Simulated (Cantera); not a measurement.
Charge: 1 mol SiC, 0.41 mol O2, 150 mol N2, equilibrated at 1.60 mbar.

Equilibrium computed with Cantera from the NASA thermochemical tables; the gas is ideal and each condensed phase is pure. Candidate condensed phases: C, Si, SiC, SiO2, Si2N2O, Si3N4; 34 gas species. N2 is the only nitrogen source here; it is nearly inert below about 1500 K, so the nitride shown seldom forms there in practice. Mutual solubility and eutectic melting of coexisting phases are not modelled. Equilibrium is a limit: real reactors are often held back by kinetics, nucleation or transport.

**Question.** Which condensed phases are stable at each of these points (T (K)): 1473, 1548, 1623, 1698, 1773, 1848, 1923, 1998, 2073, 2148?

**Answer.** 
```csv
T (K),condensed phases,Si condensed (%)
1473,SiC(s) + Si2N2O(s),97.7
1548,SiC(s) + Si2N2O(s),82.5
1623,SiC(s),58.8
1698,SiC(s),58.3
1773,SiC(s),56.0
1848,SiC(s),49.5
1923,SiC(s),36.5
1998,SiC(s),22.0
2073,SiC(s),9.2
2148,C(graphite),0.0
```

From 1473 K to 1548 K the condensed part is SiC(s) + Si2N2O(s). From 1623 K to 2073 K the condensed part is SiC(s). At 2148 K the condensed part is C(graphite).
